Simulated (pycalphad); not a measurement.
All values are pycalphad results on the COST 507 light-alloy database (1999) (1 atm), not direct measurements. The data set is of 1999 and partly superseded. Amounts are mole fractions of atoms.

Alloy Ti-59.78C (at.%). At 3100 K the liquid holds 63 and the FCC_A1 solid 48.3 at.% C; the final invariant liquid holds 65.1 at.%.

Q: Use the Scheil equation x_L = x₀ f_L^(k−1) with a constant partition coefficient to estimate the liquid left at the invariant point, and compare with a stepwise Scheil-Gulliver run on the full database.

A: k = 0.77, so f_L = (65.1/59.78)^(1/(k − 1)) ≈ 0.70. The stepwise run (steps of 4 K), in which k changes along the path, leaves 0.69 at 3044 K.

FCC_A1 is fcc. The fcc model also describes the rock-salt carbide or nitride (TiC, TiN, HfC).
